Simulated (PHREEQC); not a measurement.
Solution (25 °C): 71 mmol/kgw HF, 1.3 mmol/kgw NH3 and 110 mmol/kgw KCl. Closed to the air; pH follows from the charge balance.

Computed with PHREEQC (ion-association model, phreeqc.dat).

This is a speciation only: nothing precipitates in the calculation.

### Question
Order these F species by the share of F that they hold, largest first: HF, HF2-, F-.

### Answer
HF (84 %), F- (11 %), HF2- (5.1 %)

The pH is 2.16 and the ionic strength 0.120 mol/kgw.
